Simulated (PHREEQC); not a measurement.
A PHREEQC speciation (ion-association model, phreeqc.dat) at 24 °C gives pH 2.08 and these molalities:

```tsv
species	mol/kgw
H3PO4	0.00994
H+	0.00906
H2PO4-	0.00906
```

Question: What are the element totals, and what could have been dissolved in 1 kg of water to give them?

Answer: One answer among several that fit: totals P 0.0190 mol/kgw, from 0.019 mol/kgw H3PO4.

Precipitation was switched off in this run.
